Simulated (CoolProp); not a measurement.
Vapour-liquid equilibrium of n-pentane (1) + benzene (2) at 0.394 bar; x and y are mole fractions of (1).

Values from CoolProp's multi-fluid Helmholtz-energy mixture model, Thol 2019 and Thol 2012; pair parameters Bell 2016.

Question: Give the bubble temperature and the first vapour's composition at x = 0.45, 0.55, 0.95. Is there an azeotrope?

Answer: x = 0.45: 294.8 K, y = 0.821; x = 0.55: 292.4 K, y = 0.860; x = 0.95: 285.0 K, y = 0.984. No azeotrope shows between x = 0.05 and 0.95.

Pair parameters are fitted to limited data, so mixtures are less certain than the pure fluids.
